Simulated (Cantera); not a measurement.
What does this Cantera script print?

```python
import numpy as np
import cantera as ct

gas_names = """
    H HO2 H2 H2O H2O2 O OH O2 O3 V VO VO2
""".split()
cond_names = """
    H2O(s) H2O(L) V(cr) V(L) VO(s) VO(L) V2O3(s) V2O3(L) V2O4(I) V2O4(II) V2O4(L) V2O5(s) V2O5(L)
""".split()


def load(file, names, dense=False):
    # The tables refer to 1 bar. Condensed volumes are neglected.
    table = {s.name: s for s in ct.Species.list_from_file(file)}
    out = []
    for n in names:
        d = dict(table[n].input_data)
        d["thermo"] = dict(d["thermo"], **{"reference-pressure": 1e5})
        if dense:
            d["equation-of-state"] = {"model": "constant-volume", "density": "1e6 g/cm^3"}
        out.append(ct.Species.from_dict(d))
    return out


gas = ct.Solution(thermo="ideal-gas", species=load("nasa_gas.yaml", gas_names))
cond = {s.name: ct.Solution(thermo="fixed-stoichiometry", species=[s], name=s.name)
        for s in load("nasa_condensed.yaml", cond_names, dense=True)}
atoms = {
    'V2O3': {'V': 2, 'O': 3},
    'H2': {'H': 2},
}
top_T = {}  # K; cautious upper limits of use, not melting points


def equilibrate(T, P, feed):
    n = {}
    for name, mol in feed.items():
        for a, k in atoms[name].items():
            n[a] = n.get(a, 0.0) + k * mol
    gas.TPX = T, P, n
    mass = sum(n.values()) * gas.mean_molecular_weight
    gas.equilibrate("TP")
    valid = [c for c in cond.values() if c.min_temp <= T <= top_T.get(c.name, c.max_temp)]
    mix = ct.Mixture([(gas, mass / gas.mean_molecular_weight)] + [(c, 0.0) for c in valid])
    mix.T, mix.P = T, P
    mix.equilibrate("TP", solver="vcs", rtol=1e-11, max_steps=5000)
    return mix


results = []
feed = {'V2O3': 1, 'H2': 1.3}  # mol
P = 160  # Pa
for T in [900, 1000, 1100, 1200, 1300, 1400, 1500, 1600, 1700, 1800, 1900, 2000]:
    mix = equilibrate(T, P, feed)
    results.append((T, P, feed, dict(zip(mix.species_names, mix.species_moles))))

top = {s: max(r[3][s] / sum(r[3][g] for g in gas_names) for r in results) for s in gas_names}
cols = sorted((s for s in top if top[s] > 1e-06), key=lambda s: -top[s])[:8]
seen = [c for c in cond_names if any(r[3].get(c, 0) > 1e-12 for r in results)]
print("log10 of partial pressures in bar; condensed amounts in mol")
print(f"{'T/K':>10s}" + "".join(f"{s[:9]:>10s}" for s in cols + seen))
for T, P, feed, n in results:
    ng = sum(n[g] for g in gas_names)
    print(f"{T:10.4g}" + "".join(f"{np.log10(max(n[s] / ng * P / 1e5, 1e-99)):10.3f}" for s in cols)
          + "".join(f"{n.get(c, 0):10.4g}" for c in seen))
```

It prints:

```
log10 of partial pressures in bar; condensed amounts in mol
       T/K        H2         H       H2O       VO2        VO        OH         V         O     VO(s)   V2O3(s)
       900    -2.796   -11.330    -7.672   -21.861   -22.846   -19.235   -25.999   -27.641 3.455e-05         1
      1000    -2.796   -10.042    -7.057   -18.722   -19.673   -16.959   -22.602   -24.124 0.0001424    0.9999
      1100    -2.796    -8.985    -6.557   -16.164   -17.088   -15.097   -19.831   -21.244 0.0004506    0.9998
      1200    -2.796    -8.103    -6.142   -14.042   -14.945   -13.546   -17.530   -18.843  0.001172    0.9994
      1300    -2.796    -7.354    -5.792   -12.254   -13.140   -12.234   -15.590   -16.810  0.002622    0.9987
      1400    -2.797    -6.711    -5.493   -10.728   -11.601   -11.110   -13.935   -15.066  0.005218    0.9974
      1500    -2.798    -6.153    -5.235    -9.413   -10.274   -10.135   -12.506   -13.553  0.009454    0.9953
      1600    -2.799    -5.664    -5.011    -8.268    -9.121    -9.283   -11.262   -12.228   0.01587    0.9921
      1700    -2.802    -5.233    -4.814    -7.263    -8.109    -8.531   -10.170   -11.059   0.02505    0.9875
      1800    -2.806    -4.849    -4.641    -6.375    -7.215    -7.864    -9.204   -10.018   0.03763     0.981
      1900    -2.814    -4.508    -4.491    -5.586    -6.421    -7.269    -8.345    -9.087   0.05502    0.9713
      2000    -2.830    -4.204    -4.364    -4.880    -5.712    -6.738    -7.576    -8.248   0.08206    0.9526
```

Equilibrium computed with Cantera from the NASA thermochemical tables; the gas is ideal and each condensed phase is pure. Mutual solubility and eutectic melting of coexisting phases are not modelled. VO: taken at fixed stoichiometry. Condensed phases not in the tables: the oxides between V2O3 and V2O5 other than VO2.
